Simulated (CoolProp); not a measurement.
Vapour pressure (kPa) of normal hydrogen: the reference equation beside estimates from Tc = 33.1 K, pc = 1296 kPa, ω = -0.219. Clausius-Clapeyron is anchored at 28.9 K with a constant enthalpy of vaporisation of 0.6742 kJ/mol.

Model: reference Helmholtz-energy equation of state, Leachman 2009, in CoolProp.

| T (K) | reference | Lee-Kesler | Clausius-Clapeyron | van der Waals | Redlich-Kwong | Soave-Redlich-Kwong | Peng-Robinson |
|---|---|---|---|---|---|---|---|
| 25.9 | 386.2 | 386.1 | 484.5 | 445.4 | 269.1 | 393.3 | 399.7 |
| 26.4 | 426.2 | 426.0 | 514.1 | 487.0 | 309.1 | 434.8 | 440.9 |
| 26.9 | 469.0 | 468.7 | 544.3 | 531.0 | 352.9 | 479.1 | 484.8 |
| 27.4 | 514.7 | 514.3 | 575.1 | 577.4 | 400.8 | 526.2 | 531.5 |
| 27.9 | 563.5 | 563.0 | 606.4 | 626.3 | 453.0 | 576.3 | 581.1 |
| 28.4 | 615.4 | 614.9 | 638.3 | 677.7 | 509.6 | 629.5 | 633.8 |
| 28.9 | 670.6 | 670.1 | 670.6 | 731.6 | 570.8 | 685.7 | 689.4 |
| 29.4 | 729.2 | 728.7 | 703.4 | 788.1 | 636.7 | 745.0 | 748.2 |
| 29.9 | 791.4 | 791.0 | 736.6 | 847.2 | 707.5 | 807.6 | 810.3 |
| 30.4 | 857.4 | 857.1 | 770.2 | 908.9 | 783.4 | 873.5 | 875.6 |
| 30.9 | 927.2 | 927.2 | 804.2 | 973.4 | 864.5 | 942.7 | 944.3 |
| 31.5 | 1016 | 1017 | 845.4 | 1054 | 968.9 | 1030 | 1031 |
| 32 | 1096 | 1096 | 880.1 | 1125 | 1062 | 1107 | 1108 |
| 32.5 | 1180 | 1181 | 915.1 | 1198 | 1161 | 1187 | 1188 |

Absolute difference from the reference over all 14 rows, mean and median: Lee-Kesler 0.1 and 0.1 %, Clausius-Clapeyron 12.7 and 12.5 %, van der Waals 8.5 and 8.6 %, Redlich-Kwong 14.6 and 13.8 %, Soave-Redlich-Kwong 1.8 and 2.0 %, Peng-Robinson 2.5 and 2.7 %.
